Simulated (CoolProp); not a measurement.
Sulfur hexafluoride along the isobar 2870 kPa: Z from the reference equation and from simpler models built on Tc = 45.6 °C, pc = 3755 kPa, ω = 0.210; each cubic takes its own stable root.

Computed with CoolProp (reference Helmholtz-energy equation of state, Guder 2009).

| T (°C) | phase | reference |
|---|---|---|
| -26.65 | liquid | 0.1174 |
| 12.05 | liquid | 0.1186 |
| 50.75 | gas | 0.6901 |
| 89.35 | gas | 0.8175 |
| 128.05 | gas | 0.8812 |
| 166.75 | gas | 0.9199 |
| 205.45 | gas | 0.9454 |
| 244.15 | gas | 0.9631 |

How far does each simpler model (van der Waals, Redlich-Kwong, Soave-Redlich-Kwong) lie from the reference over these 8 states: mean and median of the absolute difference, and the worst?


- van der Waals: mean 15.7 %, median 2.8 %, worst +56.4 % at 12.05 °C and 2870 kPa
- Redlich-Kwong: mean 4.1 %, median 1.8 %, worst +14.9 % at 12.05 °C and 2870 kPa
- Soave-Redlich-Kwong: mean 2.2 %, median 0.5 %, worst +10.5 % at 12.05 °C and 2870 kPa
